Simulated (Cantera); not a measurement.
A perfectly stirred reactor is fed with CH₄ : H₂O = 1 : 2.8 (molar parts), at 3750 Torr; it is held at 1850 K, and followed from long to short residence time.

Cantera simulation using GRI-Mech 3.0 (53 species, 325 reactions); the numbers are that mechanism's predictions, not measurements.

One state of this run: x CH₄ = 0.0588; x H₂O = 0.523; x CH₃ = 0.000482; x CH₂O = 1.08e-5; x CH₂CO = 6.17e-5; x C₂H₂ = 0.0473. x: mole fraction; the columns are a selection and need not sum to one.

### Question
Which value of τ (s) does it belong to?
(A) 0.0069
(B) 1.0
(C) 0.037
(D) 0.084

### Answer
A, 0.0069
